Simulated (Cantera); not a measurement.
An isothermal, constant-pressure homogeneous reactor starts with NO : N₂ = 1 : 5.5 (molar parts), at 2000 K and 1.58 atm.

Cantera simulation using GRI-Mech 3.0 (53 species, 325 reactions); the numbers are that mechanism's predictions, not measurements.

Task: Predict: x(NO) at 10.0 s; x(O₂) at 10.0 s; x(O) at 10.0 s; x(N₂) at 10.0 s; x(NO₂) at 10.0 s; x(N₂O) at 10.0 s.

Result: x(NO) at 10.0 s: 0.00528 (gas-phase equilibrium 0.00495)
x(O₂) at 10.0 s: 0.0742 (gas-phase equilibrium 0.0744)
x(O) at 10.0 s: 0.000145 (gas-phase equilibrium 0.000145)
x(N₂) at 10.0 s: 0.920 (gas-phase equilibrium 0.921)
x(NO₂) at 10.0 s: 6.84e-6 (gas-phase equilibrium 6.41e-6)
x(N₂O) at 10.0 s: 3.81e-7 (gas-phase equilibrium 3.80e-7)
